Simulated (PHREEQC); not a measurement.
## Hard or scaling water: speciation

A solution holds 0.085 mmol/kgw Ca(HCO3)2 and 0.2 mmol/kgw NaHCO3, at 25 °C. Closed to the air; pH follows from the charge balance.

All values are PHREEQC results (ion-association model, phreeqc.dat), not measurements.

Each row changes one thing in this solution. Precipitation was switched off in this run.

```tsv
case	pH	ionic strength (mol/kgw)	CO2 (mol/kgw)	CO3-2 (mol/kgw)
as made	8.21	0.000456	4.94e-6	2.93e-6
NaHCO3 from 0.0002 to 0.001 mol/kgw	8.25	0.00126	1.39e-5	1.07e-5
temperature from 25 to 5 °C	?	0.000457	4.00e-6	3.15e-6
NaHCO3 replaced by NaBr at the same molality	?	0.000455	2.68e-6	1.14e-6
temperature from 25 to 30 °C	?	0.000456	5.32e-6	2.82e-6
Ca(HCO3)2 left out	8.17	0.000201	2.93e-6	1.42e-6
diluted 100-fold with water	?	4.59e-6	2.65e-7	4.71e-9
```

Q: Complete the blanks.

A: 
- temperature from 25 to 5 °C, pH: 8.46
- NaHCO3 replaced by NaBr at the same molality, pH: 8.13
- temperature from 25 to 30 °C, pH: 8.15
- diluted 100-fold with water, pH: 7.46

At this temperature some constants are extrapolated from 25 °C, and those without enthalpy data are left unchanged.
